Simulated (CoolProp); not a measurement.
Vapour-liquid equilibrium of R125 (1) + cyclopropane (2) at 0.964 MPa; x and y are mole fractions of (1).

The numbers come from the multi-fluid Helmholtz-energy mixture model, Lemmon 2005 and Polt 1992; pair parameters Bell 2016 in CoolProp. This equation is an older, rougher fit; its heat capacities, sound speeds and derivatives of the liquid may be far off and weren't checked against measurements.

| x | bubble temperature, mixture model (K) | bubble temperature, Raoult's law (K) | y, mixture model | y, Raoult's law |
|---|---|---|---|---|
| 0.05 | 302.4 | 307.4 | 0.175 | 0.091 |
| 0.15 | 294.1 | 304.2 | 0.375 | 0.251 |
| 0.25 | 289.8 | 301.3 | 0.480 | 0.388 |
| 0.35 | 287.3 | 298.6 | 0.546 | 0.506 |
| 0.45 | 285.7 | 296.1 | 0.597 | 0.609 |
| 0.55 | 284.7 | 293.8 | 0.644 | 0.700 |
| 0.65 | 283.9 | 291.7 | 0.696 | 0.780 |
| 0.75 | 283.6 | 289.7 | 0.758 | 0.852 |
| 0.85 | 283.7 | 287.8 | 0.836 | 0.916 |
| 0.95 | 284.5 | 286.0 | 0.937 | 0.973 |

The largest gap from Raoult's law is -11.5 K in bubble temperature, at x = 0.25. y crosses x between x = 0.75 and 0.85: the model has an azeotrope there.

The pair parameters rest on a limited set of measurements; away from them the model extrapolates.
